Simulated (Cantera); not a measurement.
## Equilibrium for silicon nitride deposition: SiH4 + NH3 + H2

Input: 1 mol SiH4, a varied amount of NH3, 36 mol H2, at 15.0 Pa.

Equilibrium computed with Cantera from the NASA thermochemical tables; the gas is ideal and each condensed phase is pure. Candidate condensed phases: Si, Si3N4; 18 gas species. Mutual solubility and eutectic melting of coexisting phases are not modelled. The numbers say what is thermodynamically allowed, not how fast it happens.

Stable condensed phases:

```
T in K \ n(NH3) in mol
         0.16 0.27 0.47 0.79  1.3  2.3  3.8  6.4   11
   1875     A    A    A    A    A    A    A    A    A
   1775     B    B    B    B    B    B    B    B    B
   1675     B    B    B    B    B    B    B    B    B
   1575     B    B    B    B    B    B    B    B    B
   1475     B    B    B    B    B    B    B    B    B
   1375     B    B    B    B    B    C    D    D    D
   1275     C    C    C    C    C    D    D    D    D
   1175     C    C    C    C    C    D    D    D    D
   1075     C    C    C    C    C    D    D    D    D
    975     C    C    C    C    C    D    D    D    D
    875     C    C    C    C    C    D    D    D    D
    775     C    C    C    C    C    D    D    D    D
```

A: gas only; B: Si; C: Si + Si3N4; D: Si3N4.
